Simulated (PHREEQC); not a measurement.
1 kg of water holding 12 mmol/kgw Na2CO3, 36 mmol/kgw KCl, 7.3 mmol/kgw Na2B4O7, 4 mmol/kgw Na2SO4 and 21 mmol/kgw NaCl is evaporated at 25 °C; the solids stay in contact with the brine. No CO2 enters from the air. The run lets Arcanite, Burkeite, Glaserite, Halite, Kalicinite, Mirabilite, Misenite, Nahcolite, Natron, Sylvite, Thenardite, Trona, Borax, Boric_acid,s, KB5O8:4H2O, K2B4O7:4H2O, NaBO2:4H2O, NaB5O8:5H2O, Teepleite precipitate or redissolve, and no other solid.

All values are PHREEQC results (Pitzer model, pitzer.dat), not measurements.

Task: Predict ionic strength at water left (kg) = 0.01972, 0.01084, 0.007168.

Result: 
| water left (kg) | ionic strength |
|---|---|
| 0.01972 | 5.51 |
| 0.01084 | 9.12 |
| 0.007168 | 10.3 |

Species that the database lacks are ignored.
